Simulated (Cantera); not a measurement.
Feed: 1 mol SiCl4, 0.01 mol CH4, 10 mol H2, held at 1.30 mbar.

Equilibrium computed with Cantera from the NASA thermochemical tables; the gas is ideal and each condensed phase is pure. Candidate condensed phases: C, C6H6, C7H8, C8H18, Si, SiC; 109 gas species. The tables' values for SiCl are old estimates; treat these amounts as uncertain. Kinetics and transport are ignored. All values below are at 2398 K.

Base state: H2 0.413, H 0.281, HCl 0.164, Cl 0.0795, Si 0.0558, SiCl2 0.00354, SiCl 0.00307, SiH 0.000401 (mole fractions); condensed: gas only.

Task: What changes in the equilibrium state with this change: SiCl4 replaced by CH3SiCl3?

Result: 
```csv
species,before,after
H2,0.413,0.467
H,0.281,0.299
HCl,0.164,0.118
Cl,0.0795,0.0540
Si,0.0558,0.0454
C3,1.71e-7,7.29e-5
C2H2 (acetylene),5.03e-5,0.00323
"C(graphite), mol",0,0.585
```
The feed counts by its element totals alone.
